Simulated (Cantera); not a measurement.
Input: 1 mol C3H8, 0.092 mol CO2, 5.1 mol H2, equilibrated at 1398 K and 2100000 Pa.

Cantera equilibrium calculation (NASA polynomials, part measured and part estimated; ideal gas, pure solids and liquids). Candidate condensed phases: C, C6H6, C7H8, C8H18, H2O; 110 gas species. Rates play no part.

Base state: H2 0.904, CH4 0.0749, CO 0.0199, H2O 0.00143, C2H4 3.58e-5, CO2 1.45e-5, C2H6 1.37e-5 (mole fractions); condensed: C(graphite).

Task: What changes in the equilibrium state with this change: temperature from 1398 K to 2523 K?

Result: 
```csv
species,before,after
H2,0.904,0.959
CO,0.0199,0.0198
C2H2 (acetylene),2.21e-6,0.0114
CH4,0.0749,0.00280
C4H2,<1e-9,5.62e-5
C3H3 (propargyl),<1e-9,1.02e-5
"C(graphite), mol",2.27,2.66
```
